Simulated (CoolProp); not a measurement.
Properties of ammonia along the isobar 7.15 MPa.

Values from CoolProp's reference Helmholtz-energy equation of state, Gao 2020.

| T (°C) | phase | density (kg/m³) | Joule-Thomson coefficient (K/MPa) | isothermal compressibility (1/MPa) | Prandtl number |
|---|---|---|---|---|---|
| 100.45 | liquid | 459.6 | 0.5246 | 0.01011 | 1.51 |
| 125.05 | gas | 53.63 | 9.189 | 0.2279 | 1.38 |
| 149.65 | gas | 45.10 | 7.981 | 0.1900 | 1.13 |
| 174.25 | gas | 39.91 | 6.934 | 0.1739 | 1.04 |
| 198.85 | gas | 36.21 | 6.047 | 0.1649 | 0.978 |
| 223.45 | gas | 33.36 | 5.299 | 0.1590 | 0.939 |
| 248.05 | gas | 31.04 | 4.667 | 0.1549 | 0.912 |
| 272.65 | gas | 29.11 | 4.130 | 0.1518 | 0.893 |
| 297.15 | gas | 27.47 | 3.674 | 0.1496 | 0.882 |
| 321.75 | gas | 26.03 | 3.281 | 0.1478 | 0.878 |
| 346.35 | gas | 24.77 | 2.942 | 0.1464 | 0.881 |

Viscosity comes from a separate model (Fenghour 1995). Thermal conductivity comes from a separate model (Tufeu 1984).
